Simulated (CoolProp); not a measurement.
1000 sccm (0 °C, 1 atm) of nitrogen bubbles through liquid dimethyl carbonate at 343.3 K and leaves saturated at a total pressure of 0.0996 MPa (ideal gas phase). Each further row changes one setting.

The numbers come from the reference Helmholtz-energy equation of state, Zhou 2011 in CoolProp.

```
case                      vapour pressure (kPa)  mole fraction of vapour  delivery (mg/min)  delivery (sccm)  change of delivery for a bath 1 K warmer (%)
------------------------  ---------------------  -----------------------  -----------------  ---------------  --------------------------------------------
as stated                                  51.3                    0.515               4270             1060                                           7.9
bath temperature 348.3 K                   61.4                    0.616               6460             1610                                           9.9
total pressure 0.199 MPa                   51.3                    0.258               1400              347                                           5.1
```
